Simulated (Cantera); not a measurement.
A perfectly stirred reactor is fed with CH4 : N2 = 1 : 180 (molar parts), at 32.3 Torr; it is held at 1675 K, and followed from long to short residence time.

Cantera simulation using GRI-Mech 3.0 (53 species, 325 reactions); the numbers are that mechanism's predictions, not measurements. GRI-Mech 3.0 stops at C3 and has no aromatics, soot or wall deposition, so with more carbon than oxygen in the feed, carbon stays in small species such as C2H2 where larger ones or solid carbon would form. Radical loss at walls, strong at low pressure, is not modelled.

Task: What does this change do: pressure from 32.3 Torr to 760 Torr?

Result: 
| quantity | before | after |
|---|---|---|
| x(CH4) at τ = 1.20 s | 0.00146 | 0.000713 |
| x(C2H2) at τ = 1.20 s | 0.00194 | 0.00237 |
| x(C2H6) at τ = 1.20 s | 3.30e-7 | 3.36e-7 |
| x(H2) at τ = 1.20 s | 0.00594 | 0.00715 |
| x(CH2) at τ = 1.20 s | 2.11e-7 | 2.28e-8 |
| x(CH4) at τ = 33.0 ms | 0.00531 | 0.00304 |
| x(C2H2) at τ = 33.0 ms | 2.69e-5 | 0.00109 |
| x(C2H6) at τ = 33.0 ms | 4.40e-7 | 6.86e-6 |
| x(H2) at τ = 33.0 ms | 0.000196 | 0.00352 |
| x(CH2) at τ = 33.0 ms | 7.00e-8 | 9.10e-8 |

Task: What does this change do: temperature 1675 to 1350 K?

Result: 
```
quantity                  before     after
----------------------  --------  --------
x(CH4) at τ = 1.20 s     0.00146   0.00551
x(C2H2) at τ = 1.20 s    0.00194   3.78e-7
x(C2H6) at τ = 1.20 s    3.30e-7   6.19e-7
x(H2) at τ = 1.20 s      0.00594   8.56e-6
x(CH2) at τ = 1.20 s     2.11e-7  1.22e-10
x(CH4) at τ = 33.0 ms    0.00531   0.00552
x(C2H2) at τ = 33.0 ms   2.69e-5    <1e-12
x(C2H6) at τ = 33.0 ms   4.40e-7  1.77e-10
x(H2) at τ = 33.0 ms    0.000196   8.09e-8
x(CH2) at τ = 33.0 ms    7.00e-8    <1e-12
```

Task: What does this change do: pressure from 32.3 Torr to 750 Torr?

Result: 
| quantity | before | after |
|---|---|---|
| x(CH4) at τ = 1.20 s | 0.00146 | 0.000714 |
| x(C2H2) at τ = 1.20 s | 0.00194 | 0.00237 |
| x(C2H6) at τ = 1.20 s | 3.30e-7 | 3.37e-7 |
| x(H2) at τ = 1.20 s | 0.00594 | 0.00715 |
| x(CH2) at τ = 1.20 s | 2.11e-7 | 2.31e-8 |
| x(CH4) at τ = 33.0 ms | 0.00531 | 0.00304 |
| x(C2H2) at τ = 33.0 ms | 2.69e-5 | 0.00109 |
| x(C2H6) at τ = 33.0 ms | 4.40e-7 | 6.85e-6 |
| x(H2) at τ = 33.0 ms | 0.000196 | 0.00351 |
| x(CH2) at τ = 33.0 ms | 7.00e-8 | 9.18e-8 |
